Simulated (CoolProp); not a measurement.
Values from CoolProp's reference Helmholtz-energy equation of state, Rui 2013.

Problem. For R236EA, give the phase and the Z, expansivity (1/kK), conductivity (mW/(m K)) at 367 K and 0.553 MPa; 372.6 K and 0.553 MPa; 395.1 K and 0.553 MPa.

Solution. 
- 367 K and 0.553 MPa: gas; Z 0.908, expansivity 3.84, conductivity 19.8
- 372.6 K and 0.553 MPa: gas; Z 0.914, expansivity 3.70, conductivity 20.2
- 395.1 K and 0.553 MPa: gas; Z 0.932, expansivity 3.26, conductivity 21.9

Thermal conductivity comes from a separate model (Huber 2003), an estimate that may be off by 10 % or more.
